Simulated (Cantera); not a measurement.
A closed system holds: 1 mol SiC, 0.21 mol C, 0.059 mol H2, at 2248.15 K and 0.100 bar.

These are equilibrium values from Cantera (NASA tables, ideal gas, pure condensed phases), not measurements of a reactor. Candidate condensed phases: C, C6H6, C7H8, C8H18, Si, SiC; 87 gas species. Gases not in the tables: Si2H6 and higher silanes. The numbers say what is thermodynamically allowed, not how fast it happens.

Base state: H2 0.973, H 0.0229, C2H2 (acetylene) 0.00323, Si 0.000721, SiH 9.08e-5, SiC2 8.29e-5, Si2C 4.97e-5, SiH2 4.48e-5 (mole fractions); condensed: C(graphite) + SiC(s).

**Question.** What changes in the equilibrium state with this change: temperature from 2248.15 K to 2198 K?

**Answer.** 
```csv
species,before,after
H2,0.973,0.980
H,0.0229,0.0174
C2H2 (acetylene),0.00323,0.00248
Si,0.000721,0.000386
SiC2,8.29e-5,3.68e-5
Si2C,4.97e-5,2.25e-5
"C(graphite), mol",0.210,0.210
"SiC(s), mol",1.000,1.000
```
